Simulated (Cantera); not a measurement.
**Low-pressure radical oxidation in H2/O2**

An isothermal, constant-pressure homogeneous reactor starts with H₂ : O₂ : N₂ = 0.14 : 1 : 0.53 (molar parts), at 1198 K and 3400 Pa.

Detailed kinetics in Cantera: GRI-Mech 3.0 (53 species, 325 reactions). Radical loss at walls, strong at low pressure, is not modelled. The temperature is held fixed by assumption; the heat of reaction is taken as removed at once.

| t (s) | x H₂ | x O₂ | x O | x OH | x H₂O₂ | x N₂O | x H₂O |
|---|---|---|---|---|---|---|---|
| 0.000100 | 0.0838 | 0.599 | 1.50e-8 | 9.70e-9 | 9.65e-12 | <1e-12 | 2.08e-8 |
| 0.000280 | 0.0838 | 0.599 | 6.82e-7 | 4.23e-7 | 8.12e-11 | <1e-12 | 1.34e-6 |
| 0.000786 | 0.0575 | 0.583 | 0.00904 | 0.00464 | 3.73e-7 | 1.13e-10 | 0.0191 |
| 0.00220 | 0.00240 | 0.553 | 0.0311 | 0.00439 | 3.14e-7 | 5.52e-9 | 0.0725 |
| 0.00618 | 0.00118 | 0.568 | 0.0143 | 0.00308 | 3.46e-7 | 9.24e-9 | 0.0812 |
| 0.0173 | 0.000260 | 0.578 | 0.00307 | 0.00143 | 2.79e-7 | 1.33e-8 | 0.0861 |
| 0.0486 | 3.52e-5 | 0.581 | 0.000419 | 0.000529 | 1.35e-7 | 1.66e-8 | 0.0872 |
| 0.136 | 5.16e-6 | 0.581 | 6.31e-5 | 0.000206 | 4.95e-8 | 1.82e-8 | 0.0874 |
| 0.382 | 9.96e-7 | 0.581 | 1.25e-5 | 9.20e-5 | 1.69e-8 | 1.90e-8 | 0.0875 |
| 1.07 | 2.43e-7 | 0.581 | 3.11e-6 | 4.59e-5 | 5.81e-9 | 1.93e-8 | 0.0875 |
| 3.00 | 6.94e-8 | 0.581 | 9.02e-7 | 2.47e-5 | 2.03e-9 | 1.91e-8 | 0.0875 |
x: mole fraction; the columns are a selection and need not sum to one.

Equilibrium at this temperature and pressure: H₂ 7.64e-9, O₂ 0.581, O 1.00e-7, OH 8.21e-6, H₂O₂ 2.89e-10, N₂O 1.75e-9, H₂O 0.0875 (gas phase only).
